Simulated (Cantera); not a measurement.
Cantera run:

```python
import numpy as np
import cantera as ct

gas_names = """
    C CO COS CO2 CS CS2 C2 C2O C3 C3O2 C4 C5 Mg MgO MgS Mg2 O O2 O3 S SO SO2 SO3 S2 S2O S8
""".split()
cond_names = """
    C(gr) Mg(cr) Mg(L) MgCO3(s) MgO(s) MgO(L) MgS(s) MgSO4(s) MgSO4(L) S(cr1) S(cr2) S(L)
""".split()


# ... load() reads the species with a 1 bar reference pressure and builds the phases ...
atoms = {
    'MgCO3': {'Mg': 1, 'C': 1, 'O': 3},
    'SO3': {'S': 1, 'O': 3},
    'CO2': {'C': 1, 'O': 2},
}
top_T = {'C(gr)': 4500, 'MgS(s)': 2250}  # K; cautious upper limits of use, not melting points


# ... equilibrate(T, P, feed) seeds the gas with the atoms and calls Mixture.equilibrate('TP', solver="vcs", rtol=1e-11, max_steps=5000) ...
results = []
feed = {'MgCO3': 1, 'SO3': 0.14, 'CO2': 0.057}  # mol
P = 88000  # Pa
for T in [1075, 1125, 1175, 1225, 1275, 1325, 1375, 1425, 1475, 1525, 1575, 1625]:
    mix = equilibrate(T, P, feed)
    results.append((T, P, feed, dict(zip(mix.species_names, mix.species_moles))))
    x = sorted(zip(gas.X, gas.species_names), reverse=True)
    print(f"T = {T:g} K  P = {P:g} Pa  gas = {mix.phase_moles(0):.4g} mol")
    print("   x: " + "  ".join(f"{s} {v:.3e}" for v, s in x if v > 0.001))
    print("   condensed (mol): " + ("  ".join(f"{mix.phase(i).name} {mix.phase_moles(i):.4g}"
          for i in range(1, mix.n_phases) if mix.phase_moles(i) > 1e-12) or "none"))
```

It prints:

```
T = 1075 K  P = 88000 Pa  gas = 1.061 mol
   x: CO2 9.965e-01  SO2 2.318e-03  O2 1.159e-03
   condensed (mol): MgO(s) 0.8625  MgSO4(s) 0.1375
T = 1125 K  P = 88000 Pa  gas = 1.07 mol
   x: CO2 9.878e-01  SO2 7.959e-03  O2 3.980e-03
   condensed (mol): MgO(s) 0.8688  MgSO4(s) 0.1312
T = 1175 K  P = 88000 Pa  gas = 1.098 mol
   x: CO2 9.625e-01  SO2 2.448e-02  O2 1.224e-02
   condensed (mol): MgO(s) 0.8878  MgSO4(s) 0.1122
T = 1225 K  P = 88000 Pa  gas = 1.181 mol
   x: CO2 8.949e-01  SO2 6.837e-02  O2 3.419e-02  SO3 2.502e-03
   condensed (mol): MgO(s) 0.9437  MgSO4(s) 0.05629
T = 1275 K  P = 88000 Pa  gas = 1.265 mol
   x: CO2 8.357e-01  SO2 1.073e-01  O2 5.365e-02  SO3 3.390e-03
   condensed (mol): MgO(s) 1
T = 1325 K  P = 88000 Pa  gas = 1.265 mol
   x: CO2 8.353e-01  SO2 1.082e-01  O2 5.410e-02  SO3 2.436e-03
   condensed (mol): MgO(s) 1
T = 1375 K  P = 88000 Pa  gas = 1.266 mol
   x: CO2 8.350e-01  SO2 1.088e-01  O2 5.440e-02  SO3 1.789e-03
   condensed (mol): MgO(s) 1
T = 1425 K  P = 88000 Pa  gas = 1.266 mol
   x: CO2 8.348e-01  SO2 1.092e-01  O2 5.462e-02  SO3 1.340e-03
   condensed (mol): MgO(s) 1
T = 1475 K  P = 88000 Pa  gas = 1.266 mol
   x: CO2 8.347e-01  SO2 1.095e-01  O2 5.477e-02  SO3 1.023e-03
   condensed (mol): MgO(s) 1
T = 1525 K  P = 88000 Pa  gas = 1.267 mol
   x: CO2 8.345e-01  SO2 1.097e-01  O2 5.489e-02
   condensed (mol): MgO(s) 1
T = 1575 K  P = 88000 Pa  gas = 1.267 mol
   x: CO2 8.344e-01  SO2 1.099e-01  O2 5.498e-02
   condensed (mol): MgO(s) 1
T = 1625 K  P = 88000 Pa  gas = 1.267 mol
   x: CO2 8.343e-01  SO2 1.100e-01  O2 5.506e-02
   condensed (mol): MgO(s) 1
```

Equilibrium computed with Cantera from the NASA thermochemical tables; the gas is ideal and each condensed phase is pure. Mutual solubility and eutectic melting of coexisting phases are not modelled.
